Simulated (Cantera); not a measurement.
Input (Python, Cantera) and output of one run.

```python
import numpy as np
import cantera as ct

gas_names = """
    AL ALCL ALCL2 ALCL3 ALH ALN ALO ALOCL ALOH ALO2 ALO2H AL2 AL2CL6 AL2O AL2O2 CL CLO CL2 H HALO HCL
    HNO HNO2 HNO3 HOCL HO2 H2 H2O H2O2 N NH NH2 NH3 NH2OH NO NO2 NO3 N2 N2H2 N2H4 N2O O OH O2 O3
""".split()
cond_names = """
    AL(cr) AL(L) ALCL3(s) ALCL3(L) ALN(s) AL2O3(a) AL2O3(L) H2O(s) H2O(L) NH4CL(a) NH4CL(b)
""".split()


def load(file, names, dense=False):
    # The tables refer to 1 bar. Condensed volumes are neglected.
    table = {s.name: s for s in ct.Species.list_from_file(file)}
    out = []
    for n in names:
        d = dict(table[n].input_data)
        d["thermo"] = dict(d["thermo"], **{"reference-pressure": 1e5})
        if dense:
            d["equation-of-state"] = {"model": "constant-volume", "density": "1e6 g/cm^3"}
        out.append(ct.Species.from_dict(d))
    return out


gas = ct.Solution(thermo="ideal-gas", species=load("nasa_gas.yaml", gas_names))
cond = {s.name: ct.Solution(thermo="fixed-stoichiometry", species=[s], name=s.name)
        for s in load("nasa_condensed.yaml", cond_names, dense=True)}
atoms = {
    'AlCl3': {'AL': 1, 'CL': 3},
    'NH3': {'N': 1, 'H': 3},
    'H2': {'H': 2},
    'N2O': {'N': 2, 'O': 1},
}
top_T = {'ALN(s)': 2750}  # K; cautious upper limits of use, not melting points


def equilibrate(T, P, feed):
    n = {}
    for name, mol in feed.items():
        for a, k in atoms[name].items():
            n[a] = n.get(a, 0.0) + k * mol
    gas.TPX = T, P, n
    mass = sum(n.values()) * gas.mean_molecular_weight
    gas.equilibrate("TP")
    valid = [c for c in cond.values() if c.min_temp <= T <= top_T.get(c.name, c.max_temp)]
    mix = ct.Mixture([(gas, mass / gas.mean_molecular_weight)] + [(c, 0.0) for c in valid])
    mix.T, mix.P = T, P
    mix.equilibrate("TP", solver="vcs", rtol=1e-11, max_steps=5000)
    return mix


results = []
feed = {'AlCl3': 1, 'NH3': 1.2, 'H2': 370, 'N2O': 21}  # mol
T = 1073  # K
P = 1000  # Pa
mix = equilibrate(T, P, feed)
results.append((T, P, feed, dict(zip(mix.species_names, mix.species_moles))))
x = sorted(zip(gas.X, gas.species_names), reverse=True)
print(f"T = {T:g} K  P = {P:g} Pa  gas = {mix.phase_moles(0):.4g} mol")
print("   x: " + "  ".join(f"{s} {v:.3e}" for v, s in x if v > 1e-06))
print("   condensed (mol): " + ("  ".join(f"{mix.phase(i).name} {mix.phase_moles(i):.4g}"
      for i in range(1, mix.n_phases) if mix.phase_moles(i) > 1e-12) or "none"))
```

It prints:

```
T = 1073 K  P = 1000 Pa  gas = 394.9 mol
   x: H2 8.883e-01  N2 5.470e-02  H2O 4.938e-02  HCL 7.597e-03
   condensed (mol): AL2O3(a) 0.5
```

Cantera equilibrium calculation (NASA polynomials, part measured and part estimated; ideal gas, pure solids and liquids).
